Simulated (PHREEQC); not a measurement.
A solution holds 0.02 mol/kgw HF and 0.0002 mol/kgw NH4F, at 25 °C. Closed to the air; pH follows from the charge balance.

Computed with PHREEQC (ion-association model, wateq4f.dat).

This is a speciation only: nothing precipitates in the calculation.

Question: Order these F species by the share of F that they hold, largest first: F-, H2F2, HF2-, HF.

Answer: HF (75 %), F- (17 %), H2F2 (6.0 %), HF2- (2.0 %)

The pH is 2.50 and the ionic strength 0.00359 mol/kgw. wateq4f.dat counts part of the HF as a dimer, H2F2, which phreeqc.dat doesn't know; its constant is uncertain.
